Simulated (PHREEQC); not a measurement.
A solution holds 0.011 mol/kgw H2SO4, 0.0094 mol/kgw CaCl2 and 0.026 mol/kgw MgCl2, at 34 °C. Closed to the air; pH follows from the charge balance.

Equilibrium calculation in PHREEQC: ion-association model, phreeqc.dat.

Task: The ionic strength comes out as 0.116 mol/kgw. What activity coefficients do CaHSO4+, H+, SO4-2, HSO4-, Mg+2 get?

Result: CaHSO4+ 0.77, H+ 0.82, SO4-2 0.35, HSO4- 0.77, Mg+2 0.39.

This is a speciation only: nothing precipitates in the calculation. Species that the database lacks are ignored.
